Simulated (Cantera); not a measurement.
An adiabatic, constant-volume homogeneous reactor starts with 37.0 % CO, 1.74 % H₂, 12.9 % O₂, 48.4 % N₂, at 1273 K and 5.53 atm.

Detailed kinetics in Cantera: GRI-Mech 3.0 (53 species, 325 reactions). The hydrogen kinetics of GRI-Mech 3.0 are dated; newer H2 mechanisms differ, most at raised pressure. Above 3000 K some thermodynamic fits are extrapolated.

x: mole fraction; the columns are a selection and need not sum to one.

```tsv
t (s)	T (K)	P (bar)	x CO	x H₂	x O₂	x H	x H₂O₂	x NO
2.00e-6	1273	5.60	0.370	0.0174	0.129	___	3.42e-11	<1e-12
9.28e-6	1273	5.60	0.370	0.0174	0.129	___	2.87e-8	<1e-12
4.31e-5	2999	12.0	0.202	0.00163	0.0248	___	1.18e-7	0.00186
0.000200	3066	12.1	0.196	0.00161	0.0176	0.00224	1.18e-7	0.0114
0.000928	3064	12.1	0.196	0.00162	0.0173	0.00223	1.17e-7	0.0122
0.00431	3064	12.1	0.196	0.00162	0.0173	0.00223	1.17e-7	0.0122
0.0200	3064	12.1	0.196	0.00162	0.0173	0.00223	1.17e-7	0.0122
0.0928	3064	12.1	0.196	0.00162	0.0173	0.00223	1.17e-7	0.0122
0.431	3064	12.1	0.196	0.00162	0.0173	0.00223	1.17e-7	0.0122
2.00	3064	12.1	0.196	0.00162	0.0173	0.00223	1.17e-7	0.0122
```

### Question
Complete the blanks.

### Answer

- 2.00e-6, x H: 4.98e-8
- 9.28e-6, x H: 5.29e-6
- 4.31e-5, x H: 0.00292
